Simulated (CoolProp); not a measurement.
Properties of R1234ze(E) along the isobar 1.01 bar (Tc = 109.4 °C, pc = 36.35 bar, ω = 0.313).

The numbers come from the reference Helmholtz-energy equation of state, Thol 2016 in CoolProp.

| T (°C) | phase | expansivity (1/kK) | viscosity (µPa s) |
|---|---|---|---|
| 44.05 | gas | 3.366 | 13.2 |
| 58.75 | gas | 3.186 | 13.8 |
| 73.45 | gas | 3.027 | 14.4 |
| 88.05 | gas | 2.886 | 15.0 |
| 102.75 | gas | 2.759 | 15.6 |
| 117.45 | gas | 2.643 | 16.2 |
| 132.15 | gas | 2.538 | 16.7 |
| 146.85 | gas | 2.442 | 17.3 |

Viscosity comes from a separate model (Bell 2016), an estimate that may be off by 10 % or more.
